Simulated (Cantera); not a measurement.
Charge: 1 mol SiH4, 0.88 mol O2, 8.7 mol N2, equilibrated at 0.0700 bar.

Equilibrium computed with Cantera from the NASA thermochemical tables; the gas is ideal and each condensed phase is pure. Candidate condensed phases: H2O, Si, SiO2, Si2N2O, Si3N4; 35 gas species. The tables hold silica as quartz up to 1696 K and as liquid above; real silica turns to tridymite and cristobalite and melts near 1996 K. The numbers say what is thermodynamically allowed, not how fast it happens. All values below are at 1750 K.

Base state: N2 0.795, H2 0.182, SiO 0.0220, H 0.000376, H2O 9.50e-5 (mole fractions); condensed: SiO2(condensed).

### Question
What changes in the equilibrium state with this change: pressure from 0.0700 bar to 0.00220 bar?

### Answer
| species | before | after |
|---|---|---|
| N2 | 0.795 | 0.792 |
| H2 | 0.182 | 0.178 |
| SiO | 0.0220 | 0.0245 |
| H2O | 9.50e-5 | 0.00266 |
| H | 0.000376 | 0.00209 |
| SiO2(condensed), mol | 0.759 | 0.731 |
